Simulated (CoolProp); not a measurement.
R1233zd(E) along the isotherm 348.7 K: density (kg/m³) from the reference equation and from simpler models built on Tc = 438.9 K, pc = 3583 kPa, ω = 0.304; each cubic takes its own stable root.

Model: reference Helmholtz-energy equation of state, Akasaka 2022, in CoolProp.

```json
[
 {"p (kPa)": "336", "phase": "gas", "reference": "16.39"},
 {"p (kPa)": "672", "phase": "liquid", "reference": "1129"},
 {"p (kPa)": "1010", "phase": "liquid", "reference": "1131"},
 {"p (kPa)": "1340", "phase": "liquid", "reference": "1133"},
 {"p (kPa)": "1680", "phase": "liquid", "reference": "1135"},
 {"p (kPa)": "2020", "phase": "liquid", "reference": "1137"},
 {"p (kPa)": "2350", "phase": "liquid", "reference": "1139"},
 {"p (kPa)": "2690", "phase": "liquid", "reference": "1141"},
 {"p (kPa)": "3020", "phase": "liquid", "reference": "1142"},
 {"p (kPa)": "3360", "phase": "liquid", "reference": "1144"},
 {"p (kPa)": "3690", "phase": "liquid", "reference": "1146"},
 {"p (kPa)": "4030", "phase": "liquid", "reference": "1148"},
 {"p (kPa)": "4370", "phase": "liquid", "reference": "1149"},
 {"p (kPa)": "4700", "phase": "liquid", "reference": "1151"},
 {"p (kPa)": "5040", "phase": "liquid", "reference": "1153"},
 {"p (kPa)": "5370", "phase": "liquid", "reference": "1154"}
]
```

How far does each simpler model (van der Waals, Redlich-Kwong, Soave-Redlich-Kwong) lie from the reference over these 16 states: mean and median of the absolute difference, and the worst?


- van der Waals: mean 44.3 %, median 39.5 %, worst -97.0 % at 348.7 K and 672 kPa
- Redlich-Kwong: mean 19.4 %, median 15.1 %, worst -96.9 % at 348.7 K and 672 kPa
- Soave-Redlich-Kwong: mean 10.3 %, median 10.8 %, worst -11.7 % at 348.7 K and 672 kPa

At some of these states van der Waals, Redlich-Kwong gives the other phase, because its saturation line lies elsewhere.
